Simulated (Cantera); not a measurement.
Thermodynamics of thermal oxidation and active oxidation of silicon, feed Si + H2O + H2 + O2

Input: 1 mol Si, 0.76 mol H2O, 1.5 mol H2, 0.026 mol O2, at 0.290 Pa.

Method: chemical equilibrium by Gibbs-energy minimisation in Cantera with the NASA 1993 tables (ideal gas, pure condensed phases). Candidate condensed phases: H2O, Si, SiO2; 18 gas species. Mutual solubility and eutectic melting of coexisting phases are not modelled. The tables hold silica as quartz up to 1696 K and as liquid above; real silica turns to tridymite and cristobalite and melts near 1996 K. Rates play no part.

At 877 °C the condensed part is Si(s) + SiO2(β-quartz). From 1027 °C to 1327 °C the condensed part is Si(s). From 1477 °C to 1777 °C nothing is condensed. The main Si-bearing gas is SiO throughout.

```csv
T (°C),log p H2,log p H,log p SiO,log p Si,log p SiH,n Si(s),n SiO2(β-quartz)
877,-5.56,-9.91,-6.92,-12.70,-14.16,0.546,0.358
1027,-5.67,-8.79,-6.12,-10.36,-12.28,0.188,0
1177,-5.67,-7.86,-6.12,-8.51,-10.75,0.185,0
1327,-5.70,-7.11,-6.14,-7.01,-9.52,0.0786,0
1477,-5.76,-6.51,-6.16,-6.80,-9.56,0,0
1627,-5.90,-6.05,-6.21,-6.85,-9.86,0,0
1777,-6.25,-5.77,-6.29,-6.93,-10.27,0,0
```
log p: log10 of the partial pressure in bar; n: condensed amount in mol.
